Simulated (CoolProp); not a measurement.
Vapour pressure (bar) of n-perfluorohexane: the reference equation beside estimates from Tc = 448.0 K, pc = 17.42 bar, ω = 0.497. Clausius-Clapeyron is anchored at 369.9 K with a constant enthalpy of vaporisation of 24.31 kJ/mol.

The numbers come from the reference Helmholtz-energy equation of state, Gao 2022 in CoolProp.

```csv
T (K),reference,Clausius-Clapeyron,van der Waals,Redlich-Kwong,Soave-Redlich-Kwong
339.1,1.353,1.594,5.142,2.850,___
345.3,1.641,1.861,5.607,3.267,1.654
351.5,1.973,2.160,6.099,3.724,1.993
357.6,2.348,2.490,6.608,4.216,2.377
363.8,2.783,2.862,7.152,4.759,2.823
369.9,3.268,3.268,7.714,5.339,3.321
376.1,3.824,3.722,8.313,5.977,3.894
382.2,___,4.214,8.930,6.652,4.529
388.4,5.138,4.761,9.586,7.389,5.251
394.6,5.919,5.359,10.27,8.180,___
400.7,6.772,5.999,10.97,9.011,6.938
406.9,7.734,6.704,11.72,9.912,7.929
```

### Question
Complete the blanks.

### Answer

- 339.1, Soave-Redlich-Kwong: 1.361
- 382.2, reference: 4.439
- 394.6, Soave-Redlich-Kwong: 6.057

Absolute difference from the reference over all 12 rows, mean and median: Clausius-Clapeyron 8.2 and 8.4 %, van der Waals 141.5 and 126.7 %, Redlich-Kwong 63.5 and 59.8 %, Soave-Redlich-Kwong 1.7 and 1.7 %.
